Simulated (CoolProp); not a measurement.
Vinyl chloride along the isotherm 430 K: Z from the reference equation and from simpler models built on Tc = 425.0 K, pc = 5.600 MPa, ω = 0.160; each cubic takes its own stable root.

Computed with CoolProp (reference Helmholtz-energy equation of state, Thol 2022).

```csv
p (MPa),phase,reference,van der Waals,Redlich-Kwong,Soave-Redlich-Kwong,Peng-Robinson
0.933,gas,0.9458,0.9499,0.9431,0.9433,0.9371
1.87,gas,0.8854,0.8945,0.8812,0.8816,0.8695
2.8,gas,0.8175,0.8327,0.8131,0.8139,0.7963
3.73,gas,0.7375,0.7604,0.7350,0.7364,0.7138
4.67,gas,0.6361,0.6678,0.6380,0.6405,0.6138
5.6,gas,0.4855,0.5166,0.4921,0.4989,0.4703
6.53,supercritical,0.2328,0.3171,0.2798,0.2847,0.2605
7.47,supercritical,0.2380,0.3309,0.2828,0.2853,0.2590
8.4,supercritical,0.2539,0.3534,0.2976,0.2996,0.2711
```
